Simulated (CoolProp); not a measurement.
Vapour pressure (MPa) of octamethyltrisiloxane (MDM): the reference equation beside estimates from Tc = 292.2 °C, pc = 1.438 MPa, ω = 0.528. Clausius-Clapeyron is anchored at 156.25 °C with a constant enthalpy of vaporisation of 35.68 kJ/mol.

Values from CoolProp's reference Helmholtz-energy equation of state, Thol 2017.

```tsv
T (°C)	reference	Lee-Kesler	Clausius-Clapeyron	van der Waals	Redlich-Kwong	Soave-Redlich-Kwong
107.95	0.02649	0.02631	0.03148	0.2370	0.09067	0.02630
117.65	0.03669	0.03639	0.04163	0.2702	0.1129	0.03638
127.25	0.04965	0.04921	0.05417	0.3058	0.1386	0.04921
136.95	0.06619	0.06556	0.06980	0.3447	0.1686	0.06561
146.55	0.08652	0.08568	0.08867	0.3863	0.2025	0.08586
156.25	0.1117	0.1106	0.1117	0.4315	0.2414	0.1110
165.85	0.1419	0.1405	0.1390	0.4794	0.2849	0.1413
175.55	0.1784	0.1766	0.1717	0.5311	0.3340	0.1780
185.15	0.2211	0.2191	0.2098	0.5856	0.3881	0.2212
194.85	0.2719	0.2694	0.2547	0.6442	0.4485	0.2726
204.45	0.3303	0.3275	0.3063	0.7056	0.5144	0.3320
214.15	0.3986	0.3954	0.3662	0.7712	0.5873	0.4017
```

Absolute difference from the reference over all 12 rows, mean and median: Lee-Kesler 0.9 and 0.9 %, Clausius-Clapeyron 6.8 and 5.9 %, van der Waals 328.8 and 262.1 %, Redlich-Kwong 122.1 and 108.4 %, Soave-Redlich-Kwong 0.6 and 0.7 %.
